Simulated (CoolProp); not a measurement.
Properties of p-xylene at several states (Tc = 343.0 °C, pc = 3.532 MPa, ω = 0.324).

Computed with CoolProp (reference Helmholtz-energy equation of state, Zhou 2012).

```csv
T (°C),p (MPa),phase,conductivity (mW/(m K)),Prandtl number
340.35,0.0954,gas,43.4,0.674
33.35,0.145,liquid,124,7.71
192.35,4.31,liquid,92.4,3.99
102.15,1.25,liquid,108,5.32
157.65,0.135,gas,22.3,0.711
200.25,0.0711,gas,27.1,0.686
```

Viscosity comes from a separate model (Balogun 2015). Thermal conductivity comes from a separate model (Mylona 2014).
